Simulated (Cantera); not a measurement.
Input (Python, Cantera) and output of one run.

```python
import numpy as np
import cantera as ct

gas_names = [...]  # 151 gases of nasa_gas.yaml made of C, H, N, O, Si
cond_names = """
    C(gr) C6H6(L) C7H8(L) C8H18(L),n-octa H2O(s) H2O(L) Si(cr) Si(L) SiC(b) SiO2(Lqz) SiO2(hqz) SiO2(L)
    Si2N2O(s) Si3N4(a)
""".split()


# ... load() reads the species with a 1 bar reference pressure and builds the phases ...
atoms = {
    'Si3N4': {'Si': 3, 'N': 4},
    'CO2': {'C': 1, 'O': 2},
    'H2': {'H': 2},
}
top_T = {'C(gr)': 4500, 'SiC(b)': 3050, 'Si2N2O(s)': 2100, 'Si3N4(a)': 2400}  # K; cautious upper limits of use, not melting points


# ... equilibrate(T, P, feed) seeds the gas with the atoms and calls Mixture.equilibrate('TP', solver="vcs", rtol=1e-11, max_steps=5000) ...
results = []
feed = {'Si3N4': 1, 'CO2': 0.11, 'H2': 380}  # mol
P = 57  # Pa
for T in [1523, 1548, 1573, 1598, 1623, 1648, 1673, 1698, 1723, 1748, 1773, 1798, 1823, 1848]:
    mix = equilibrate(T, P, feed)
    results.append((T, P, feed, dict(zip(mix.species_names, mix.species_moles))))
    x = sorted(zip(gas.X, gas.species_names), reverse=True)
    print(f"T = {T:g} K  P = {P:g} Pa  gas = {mix.phase_moles(0):.4g} mol")
    print("   x: " + "  ".join(f"{s} {v:.3e}" for v, s in x if v > 0.001))
    print("   condensed (mol): " + ("  ".join(f"{mix.phase(i).name} {mix.phase_moles(i):.4g}"
          for i in range(1, mix.n_phases) if mix.phase_moles(i) > 1e-12) or "none"))
```

It prints:

```
T = 1523 K  P = 57 Pa  gas = 382.4 mol
   x: H2 9.932e-01  N2 5.229e-03
   condensed (mol): Si(cr) 2.669  SiC(b) 0.1034
T = 1548 K  P = 57 Pa  gas = 382.5 mol
   x: H2 9.928e-01  N2 5.228e-03  H 1.285e-03
   condensed (mol): Si(cr) 2.66  SiC(b) 0.1028
T = 1573 K  P = 57 Pa  gas = 382.6 mol
   x: H2 9.924e-01  N2 5.227e-03  H 1.697e-03
   condensed (mol): Si(cr) 2.644  SiC(b) 0.102
T = 1598 K  P = 57 Pa  gas = 382.7 mol
   x: H2 9.918e-01  N2 5.225e-03  H 2.220e-03
   condensed (mol): Si(cr) 2.618  SiC(b) 0.1012
T = 1623 K  P = 57 Pa  gas = 382.9 mol
   x: H2 9.910e-01  N2 5.222e-03  H 2.882e-03
   condensed (mol): Si(cr) 2.574  SiC(b) 0.1002
T = 1648 K  P = 57 Pa  gas = 383.1 mol
   x: H2 9.900e-01  N2 5.218e-03  H 3.711e-03
   condensed (mol): Si(cr) 2.502  SiC(b) 0.09896
T = 1673 K  P = 57 Pa  gas = 383.4 mol
   x: H2 9.887e-01  N2 5.213e-03  H 4.743e-03
   condensed (mol): Si(cr) 2.389  SiC(b) 0.09735
T = 1698 K  P = 57 Pa  gas = 383.8 mol
   x: H2 9.870e-01  H 6.017e-03  N2 5.207e-03  Si 1.152e-03
   condensed (mol): Si(L) 2.22  SiC(b) 0.09477
T = 1723 K  P = 57 Pa  gas = 384.4 mol
   x: H2 9.848e-01  H 7.580e-03  N2 5.199e-03  Si 1.725e-03
   condensed (mol): Si(L) 1.99  SiC(b) 0.09038
T = 1748 K  P = 57 Pa  gas = 385.1 mol
   x: H2 9.821e-01  H 9.484e-03  N2 5.188e-03  Si 2.553e-03
   condensed (mol): Si(L) 1.656  SiC(b) 0.0843
T = 1773 K  P = 57 Pa  gas = 386 mol
   x: H2 9.785e-01  H 1.179e-02  N2 5.173e-03  Si 3.737e-03
   condensed (mol): Si(L) 1.175  SiC(b) 0.07566
T = 1798 K  P = 57 Pa  gas = 387.2 mol
   x: H2 9.740e-01  H 1.455e-02  Si 5.411e-03  N2 5.155e-03
   condensed (mol): Si(L) 0.4894  SiC(b) 0.06317
T = 1823 K  P = 57 Pa  gas = 388.4 mol
   x: H2 9.694e-01  H 1.787e-02  Si 6.660e-03  N2 5.137e-03
   condensed (mol): SiC(b) 0.0418
T = 1848 K  P = 57 Pa  gas = 389.2 mol
   x: H2 9.653e-01  H 2.182e-02  Si 6.828e-03  N2 5.121e-03
   condensed (mol): SiC(b) 0.003887
```

Cantera equilibrium calculation (NASA polynomials, part measured and part estimated; ideal gas, pure solids and liquids). Mutual solubility and eutectic melting of coexisting phases are not modelled. Gases not in the tables: Si2H6 and higher silanes.
